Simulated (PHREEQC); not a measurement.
Dissolve 0.16 mol HF, 0.0018 mol NH4HF2 and 3.4e-07 mol H4SiO4 per kg of water at 25 °C. Closed to the air; pH follows from the charge balance.

All values are PHREEQC results (ion-association model, phreeqc.dat), not measurements.

| quantity | before | after |
|---|---|---|
| pH | 1.94 | 1.91 |
| F- (mol/kgw) | 0.00943 | 0.0104 |
| HF2- (mol/kgw) | 0.00520 | 0.00521 |
| NH3 (mol/kgw) | 7.77e-11 | 3.47e-11 |
| SI of Quartz (SiO2) | -12.65 | -13.29 |

What was changed between the two runs?
A. temperature from 25 to 75 °C
B. NH4HF2 from 0.0018 to 0.0036 mol/kgw
C. H4SiO4 replaced by Na2SiF6 at the same molality
D. temperature from 25 to 15 °C
E. NH4HF2 from 0.0018 to 0.00162 mol/kgw

D, temperature from 25 to 15 °C

Precipitation was switched off in this run. SiF6-2 is the database's only silicon fluoride.
